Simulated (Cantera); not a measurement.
## Equilibrium for roasting and sulfation: FeS + SO3 + H2O

A closed system holds: 1 mol FeS, 0.15 mol SO3, 0.066 mol H2O, at 1523 K and 3.70 bar.

Method: chemical equilibrium by Gibbs-energy minimisation in Cantera with the NASA 1993 tables (ideal gas, pure condensed phases). Candidate condensed phases: Fe, FeO, Fe(OH)2, Fe(OH)3, FeS, FeSO4, FeS2, Fe2O3, Fe2(SO4)3, Fe3O4, H2O, H2SO4, S; 22 gas species. Metal and sulfide melt together well below either melting point, which pure phases cannot show. Mutual solubility and eutectic melting of coexisting phases are not modelled. The tables' stoichiometric FeO is somewhat more stable than real wüstite, so its field is too wide. FeO, FeS: taken at fixed stoichiometry. Rates play no part.

```json
{
  "x(SO2)": "0.681",
  "x(H2O)": "0.228",
  "x(S2)": "0.0666",
  "x(H2S)": "0.00825",
  "x(S2O)": "0.00746",
  "x(H2)": "0.00511",
  "x(SO)": "0.00301",
  "x(SH)": "0.000327",
  "x(S)": "7.10e-6",
  "n(FeO(s))": "0.0793 mol",
  "n(FeS(l))": "0.921 mol",
  "gas_amount": "0.2728 mol",
  "log10 activity of S(l) (absent)": "-1.54",
  "log10 activity of Fe(γ) (absent)": "-2.02"
}
```
